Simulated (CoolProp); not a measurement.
Vapour-liquid equilibrium of n-octane (1) + o-xylene (2) at 0.0773 MPa; x and y are mole fractions of (1).

The numbers come from the multi-fluid Helmholtz-energy mixture model, Beckmüller 2019 and Zhou 2012; pair parameters Bell 2016 in CoolProp.

**Question.** Give the bubble temperature and the first vapour's composition at x = 0.275, 0.35, 0.875. Is there an azeotrope?

**Answer.** x = 0.275: 400.8 K, y = 0.393; x = 0.35: 399.3 K, y = 0.476; x = 0.875: 390.9 K, y = 0.916. No azeotrope shows between x = 0.05 and 0.95.

Pair parameters are fitted to limited data, so mixtures are less certain than the pure fluids.
